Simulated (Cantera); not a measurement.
Charge: 1 mol Al2O3, 2.3 mol HCl, equilibrated at 1 atm.

Equilibrium computed with Cantera from the NASA thermochemical tables; the gas is ideal and each condensed phase is pure. Candidate condensed phases: Al, AlCl3, Al2O3, H2O; 29 gas species. Condensed phases not in the tables: AlOCl. Kinetics and transport are ignored.

x: gas mole fraction; n: condensed amount in mol.

```tsv
T (°C)	x HCl	x H2O	x AlCl3	x Cl	x H2	n Al2O3(s)
550	1.000	9.91e-5	6.60e-5	(withheld)	4.79e-7	1.000
600	1.000	0.000170	0.000114	(withheld)	1.06e-6	1.000
650	1.000	0.000276	0.000184	(withheld)	2.15e-6	1.000
700	0.999	0.000424	0.000282	(withheld)	4.09e-6	1.000
750	0.999	0.000623	0.000416	(withheld)	7.37e-6	1.000
800	0.999	0.000883	0.000589	(withheld)	1.27e-5	0.999
850	0.998	0.00121	0.000807	(withheld)	2.10e-5	0.999
900	0.997	0.00161	0.00108	(withheld)	3.37e-5	0.999
950	0.996	0.00210	0.00140	(withheld)	5.28e-5	0.998
1000	0.995	0.00267	0.00178	(withheld)	8.10e-5	0.998
1050	0.994	0.00333	0.00222	(withheld)	0.000122	0.997
1100	0.993	0.00408	0.00272	(withheld)	0.000180	0.997
1150	0.991	0.00493	0.00328	(withheld)	0.000262	0.996
```

**Question.** What belongs in the gaps?

**Answer.** 
- 550, x Cl: 1.07e-8
- 600, x Cl: 4.48e-8
- 650, x Cl: 1.60e-7
- 700, x Cl: 5.00e-7
- 750, x Cl: 1.40e-6
- 800, x Cl: 3.53e-6
- 850, x Cl: 8.19e-6
- 900, x Cl: 1.76e-5
- 950, x Cl: 3.53e-5
- 1000, x Cl: 6.66e-5
- 1050, x Cl: 0.000119
- 1100, x Cl: 0.000203
- 1150, x Cl: 0.000331
